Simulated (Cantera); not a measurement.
**Thermodynamics of hydrogen reduction and annealing atmospheres, feed CuO + H₂ + N₂**

A closed system holds: 1 mol CuO, 7.8 mol H₂, 36 mol N₂, held at 1.80 bar.

Method: chemical equilibrium by Gibbs-energy minimisation in Cantera with the NASA 1993 tables (ideal gas, pure condensed phases). Candidate condensed phases: Cu, CuO, Cu(OH)₂, Cu₂O, H₂O; 27 gas species. Kinetics and transport are ignored.

From 1100 K to 1300 K the condensed part is Cu(s). From 1400 K to 1700 K the condensed part is Cu(l).

```csv
T (K),x N₂,x H₂,x H₂O,x Cu,n Cu(s),n Cu(l)
1100,0.822,0.155,0.0228,3.31e-10,1.00,0
1200,0.822,0.155,0.0228,6.82e-9,1.00,0
1300,0.822,0.155,0.0228,8.76e-8,1.000,0
1400,0.822,0.155,0.0228,7.49e-7,0,1.000
1500,0.822,0.155,0.0228,4.57e-6,0,1.000
1600,0.822,0.155,0.0228,2.21e-5,0,0.999
1700,0.822,0.155,0.0228,8.82e-5,0,0.996
```
x: gas mole fraction; n: condensed amount in mol.
